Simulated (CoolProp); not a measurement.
Dry air along the isobar 13.3 MPa: density (kg/m³) from the reference equation and from simpler models built on Tc = -140.6 °C, pc = 3.786 MPa, ω = 0.034; each cubic takes its own stable root.

Computed with CoolProp (reference Helmholtz-energy equation of state, Lemmon 2000). It is a pseudo-pure fit of the blend.

| T (°C) | phase | reference | van der Waals | Redlich-Kwong |
|---|---|---|---|---|
| -150.55 | liquid | 712.5 | 547.2 | 716.5 |
| -127.95 | supercritical | 583.8 | 480.7 | 570.6 |
| -105.45 | supercritical | 436.0 | 406.0 | 424.5 |
| -82.95 | supercritical | 322.4 | 331.7 | 320.2 |
| -60.45 | supercritical | 256.6 | 272.1 | 257.9 |
| -37.85 | supercritical | 216.0 | 229.8 | 218.4 |
| -15.35 | supercritical | 188.5 | 199.8 | 191.2 |
| 7.15 | supercritical | 168.2 | 177.5 | 170.9 |
| 29.75 | supercritical | 152.5 | 160.2 | 155.1 |
